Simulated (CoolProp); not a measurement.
n-perfluoropentane along the isobar 1 MPa: density (kg/m³) from the reference equation and from simpler models built on Tc = 147.9 °C, pc = 2.063 MPa, ω = 0.436; each cubic takes its own stable root.

Values from CoolProp's reference Helmholtz-energy equation of state, Gao 2022.

```tsv
T (°C)	phase	reference
77.55	liquid	1415
84.95	liquid	1381
92.35	liquid	1345
99.65	liquid	1305
107.05	liquid	1260
114.35	gas	127.2
121.75	gas	119.6
129.15	gas	113.5
136.45	gas	108.4
143.85	gas	104.0
151.25	gas	100.2
158.55	gas	96.82
165.95	gas	93.75
173.25	gas	91.00
180.65	gas	88.44
```

Q: How far does each simpler model (Soave-Redlich-Kwong, Peng-Robinson) lie from the reference over these 15 states: mean and median of the absolute difference, and the worst?

A: 
- Soave-Redlich-Kwong: mean 4.1 %, median 1.0 %, worst -13.0 % at 107.05 °C and 1 MPa
- Peng-Robinson: mean 1.5 %, median 1.5 %, worst +3.0 % at 77.55 °C and 1 MPa
